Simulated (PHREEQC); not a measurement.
PHREEQC input (ion-association model, wateq4f.dat):

```
SOLUTION_MASTER_SPECIES
  An  An-  0  An  62.0  # stands for a non-complexing anion
SOLUTION_SPECIES
  An- = An-
    -log_k 0
    -gamma 3.0 0
PHASES
  Fix_H+
    H+ = H+
    -log_k 0
SOLUTION 1
  temp 25
  units mmol/kgw
  pH 7 charge
  Na 300
  An 300
END
SELECTED_OUTPUT 1
  -reset false
  -pH true
  -pe true
  -ionic_strength true
  -water true
  -totals Na
  -molalities Hfo_wOH Hfo_wOH2+ Hfo_wO- Hfo_sOH Hfo_sOH2+ Hfo_sO-
USER_PUNCH 1
  -headings sigma psi
  10 PUNCH EDL("sigma", "Hfo"), EDL("psi", "Hfo")
PRINT
  -reset false
USE solution 1
SURFACE 1
  Hfo_wOH 2.47191e-05 600 0.011
  Hfo_sOH 6.17978e-07
EQUILIBRIUM_PHASES 1
  Fix_H+ -4 HAn 10
    -force_equality true
  O2(g) -0.68 10
END
# ... the last block is repeated for the other 12 points of pH, with NaOH or the acid as the point needs
```

Selected output (columns that matter, 9 of 13 rows; pH added in front):

```
pH	mu	Na	m_Hfo_wOH	m_Hfo_wOH2+	m_Hfo_wO-	m_Hfo_sOH	m_Hfo_sOH2+	m_Hfo_sO-	sigma	psi
4	0.30014	0.3	1.4316e-06	2.3286e-05	2.0162e-09	3.5789e-08	5.8214e-07	5.0405e-11	0.34892	0.12297
5.33	0.30001	0.3	9.0907e-06	1.5506e-05	1.2209e-07	2.2727e-07	3.8766e-07	3.0523e-09	0.23054	0.10223
6	0.30001	0.3	1.3645e-05	1.0674e-05	3.996e-07	3.4113e-07	2.6686e-07	9.99e-09	0.15397	0.08262
6.67	0.3	0.3	1.6785e-05	7.0136e-06	9.2028e-07	4.1963e-07	1.7534e-07	2.3007e-08	0.091312	0.059096
8	0.3	0.3	1.8965e-05	3.0752e-06	2.6793e-06	4.7412e-07	7.6879e-08	6.6982e-08	0.0059324	0.004737
9.33	0.30003	0.30004	1.7473e-05	1.1468e-06	6.0992e-06	4.3683e-07	2.8669e-08	1.5248e-07	-0.074216	-0.050703
10	0.30015	0.30016	1.4853e-05	5.4204e-07	9.324e-06	3.7133e-07	1.3551e-08	2.331e-07	-0.1316	-0.075259
10.67	0.30069	0.3007	1.0688e-05	1.8906e-07	1.3842e-05	2.672e-07	4.7266e-09	3.4605e-07	-0.2046	-0.096289
12	0.31479	0.31481	2.083e-06	4.3922e-09	2.2632e-05	5.2076e-08	1.0981e-10	5.6579e-07	-0.33909	-0.12032
```
